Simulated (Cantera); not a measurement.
Feed: 1 mol Al, 12 mol H2O, 81 mol H2, equilibrated at 2173 K and 45.0 Pa.

Method: chemical equilibrium by Gibbs-energy minimisation in Cantera with the NASA 1993 tables (ideal gas, pure condensed phases). Candidate condensed phases: Al, Al2O3, H2O; 19 gas species. The tables' values for AlOH are old estimates; treat these amounts as uncertain. Kinetics and transport are ignored.

Base state: H2 0.707, H 0.191, H2O 0.0977, OH 0.00354, O 0.000671, AlOH 6.84e-5, Al 6.58e-5, AlO2H 4.13e-5 (mole fractions); condensed: Al2O3(s).

Problem. What changes in the equilibrium state with this change: pressure from 45.0 Pa to 100000 Pa?

Solution. 
| species | before | after |
|---|---|---|
| H2 | 0.707 | 0.883 |
| H2O | 0.0977 | 0.113 |
| H | 0.191 | 0.00453 |
| AlOH | 6.84e-5 | 1.69e-6 |
| O2 | 3.92e-5 | 1.50e-8 |
| O | 0.000671 | 2.79e-7 |
| AlO | 3.92e-5 | 1.83e-8 |
| Al | 6.58e-5 | 3.34e-8 |
| OH | 0.00354 | 7.74e-5 |
| Al2O3(s), mol | 0.489 | 0.500 |
Gases not in the tables: Al(OH)3.

Problem. What changes in the equilibrium state with this change: H2O from 12 to 16 mol?

Solution. 
```
species          before     after
-------------  --------  --------
H2                0.707     0.678
H                 0.191     0.187
H2O              0.0977     0.129
AlOH            6.84e-5   5.70e-5
O2              3.92e-5   7.47e-5
Al              6.58e-5   4.06e-5
O              0.000671  0.000926
Al2O3(s), mol     0.489     0.490
```
